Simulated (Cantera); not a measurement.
Mixture: CH4 : H2 : O2 : N2 : H2O = 1 : 0.048 : 1.35 : 5.07 : 0.59 (molar parts), at 22500 Torr, adiabatic and at constant volume. Ignition delay is the time to a rise of 400 K.

Computed with Cantera and GRI-Mech 3.0 (53 species, 325 reactions). The pressure lies above the range GRI-Mech 3.0 was tuned for (to about 10 atm).

**Question.** Predict: delay at 1300 K; delay at 1375 K; delay at 1450 K; delay at 1525 K; delay at 1600 K; apparent activation energy between 1450 and 1600 K.

**Answer.** 
```json
{
 "delay at 1300 K": "0.280 ms",
 "delay at 1375 K": "0.154 ms",
 "delay at 1450 K": "86.0 µs",
 "delay at 1525 K": "48.5 µs",
 "delay at 1600 K": "27.5 µs",
 "apparent activation energy between 1450 and 1600 K": "150 kJ/mol"
}
```
